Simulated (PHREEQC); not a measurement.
Make-up at 30 °C: 1.9 mol/kgw HCl and 0.0038 mol/kgw NiSO4. Closed to the air; pH follows from the charge balance.

All values are PHREEQC results (ion-association model, wateq4f.dat), not measurements.

Q: The ionic strength comes out as 1.90 mol/kgw. What activity coefficients do NiCl+, Ni+2, SO4-2, H+, Cl- get?

A: NiCl+ 0.99, Ni+2 0.95, SO4-2 0.11, H+ 0.73, Cl- 0.57.

This is a speciation only: nothing precipitates in the calculation. Ionic strength above about 0.7 mol/kgw puts this run outside the model's range. Species that the database lacks are ignored.
